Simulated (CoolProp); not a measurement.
Computed with CoolProp (reference Helmholtz-energy equation of state, Platzer 1990). This equation is an older, rougher fit.

Problem. For CF4 (R14), give the phase and the Joule-Thomson coefficient (K/MPa) at -88.55 °C and 101 kPa; -48.15 °C and 101 kPa; -38.05 °C and 101 kPa.

Solution. 
- -88.55 °C and 101 kPa: gas; Joule-Thomson coefficient 16.8
- -48.15 °C and 101 kPa: gas; Joule-Thomson coefficient 10.6
- -38.05 °C and 101 kPa: gas; Joule-Thomson coefficient 9.53
